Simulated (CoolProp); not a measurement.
A simple Rankine cycle with 1,2-dichloroethane: condensing at 291.15 K, boiler at 0.996 MPa, turbine inlet 499 K, turbine efficiency 0.75, pump efficiency 0.6, no recuperator. Each further row changes one setting.

Model: reference Helmholtz-energy equation of state, Thol 2015, in CoolProp.

```
case                             thermal efficiency (%)  net work (kJ/kg)  heat in (kJ/kg)  turbine exit temperature (K)  volume ratio over the turbine
-------------------------------  ----------------------  ----------------  ---------------  ----------------------------  -----------------------------
as stated                                          22.1        (withheld)              534                         359.5                            107
condensing temperature 283.15 K                    23.2               126       (withheld)                    (withheld)                            159
boiler pressure 0.697 MPa                          21.0               113              540                         370.8                           74.7
turbine efficiency 0.65                            19.1        (withheld)              534                         377.3                            113
```

### Question
Some entries are withheld; supply them.

### Answer

- as stated, net work (kJ/kg): 118
- condensing temperature 283.15 K, heat in (kJ/kg): 545
- condensing temperature 283.15 K, turbine exit temperature (K): 350.3
- turbine efficiency 0.65, net work (kJ/kg): 102
